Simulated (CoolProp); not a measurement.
C3F8 (R218) at several states: fugacity coefficient from the reference equation and from simpler models built on Tc = 71.9 °C, pc = 2.640 MPa, ω = 0.317; each cubic takes its own stable root.

Model: reference Helmholtz-energy equation of state, Lemmon 2006, in CoolProp. It is a short technical equation, of lower accuracy than the large ones.

```json
[
 {"T (°C)": "81.15", "p (MPa)": "0.143", "phase": "gas", "reference": "0.9840", "van der Waals": "0.9849", "Redlich-Kwong": "0.9830", "Soave-Redlich-Kwong": "0.9832", "Peng-Robinson": "0.9812"},
 {"T (°C)": "80.85", "p (MPa)": "0.454", "phase": "gas", "reference": "0.9490", "van der Waals": "0.9522", "Redlich-Kwong": "0.9462", "Soave-Redlich-Kwong": "0.9470", "Peng-Robinson": "0.9410"},
 {"T (°C)": "15.45", "p (MPa)": "6.58", "phase": "liquid", "reference": "0.1184", "van der Waals": "0.2329", "Redlich-Kwong": "0.1557", "Soave-Redlich-Kwong": "0.1229", "Peng-Robinson": "0.1155"}
]
```
